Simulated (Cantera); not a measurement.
# Adiabatic ignition

An adiabatic, constant-pressure homogeneous reactor starts with 2.78 % C₂H₄, 19.9 % O₂, 74.8 % N₂, 2.50 % CO₂, equivalence ratio 0.42, at 1425 K and 3000000 Pa.

Computed with Cantera and GRI-Mech 3.0 (53 species, 325 reactions). GRI-Mech 3.0 was tuned for natural gas; its chemistry of ethylene as a main component is partial and can be far from experiment. The pressure lies above the range GRI-Mech 3.0 was tuned for (to about 10 atm).

```csv
t (s),T (K),x C₂H₄,x O₂,x CO₂,x C₂H₆,x NO₂,x C₂H
1.00e-6,1425,0.0278,0.199,0.0250,<1e-12,<1e-12,<1e-12
2.51e-6,1425,0.0278,0.199,0.0250,<1e-12,<1e-12,<1e-12
6.31e-6,1425,0.0278,0.199,0.0250,4.10e-12,<1e-12,<1e-12
1.58e-5,1425,0.0278,0.199,0.0250,5.30e-8,<1e-12,<1e-12
3.98e-5,2356,<1e-12,0.115,0.0795,<1e-12,1.97e-7,<1e-12
0.000100,2359,<1e-12,0.115,0.0799,<1e-12,5.18e-7,<1e-12
0.000251,2359,<1e-12,0.114,0.0799,<1e-12,1.34e-6,<1e-12
0.000631,2358,<1e-12,0.114,0.0799,<1e-12,3.37e-6,<1e-12
0.00158,2355,<1e-12,0.114,0.0799,<1e-12,8.17e-6,<1e-12
0.00398,2350,<1e-12,0.112,0.0799,<1e-12,1.84e-5,<1e-12
0.0100,2342,<1e-12,0.111,0.0799,<1e-12,3.46e-5,<1e-12
0.0251,2336,<1e-12,0.109,0.0800,<1e-12,4.73e-5,<1e-12
0.0631,2334,<1e-12,0.109,0.0800,<1e-12,4.97e-5,<1e-12
0.158,2334,<1e-12,0.109,0.0800,<1e-12,4.97e-5,<1e-12
0.398,2334,<1e-12,0.109,0.0800,<1e-12,4.97e-5,<1e-12
1.00,2334,<1e-12,0.109,0.0800,<1e-12,4.97e-5,<1e-12
```
x: mole fraction; the columns are a selection and need not sum to one.

* **time of steepest temperature rise**: 21.6 µs
* **temperature at 1.00 s**: 2334 K
* **equilibrium temperature**: 2334 K
* **x(C₂H₄) at 1.00 s**: <1e-12 (gas-phase equilibrium <1e-12)
* **x(O₂) at 1.00 s**: 0.109 (gas-phase equilibrium 0.109)
* **x(CO₂) at 1.00 s**: 0.0800 (gas-phase equilibrium 0.0800)
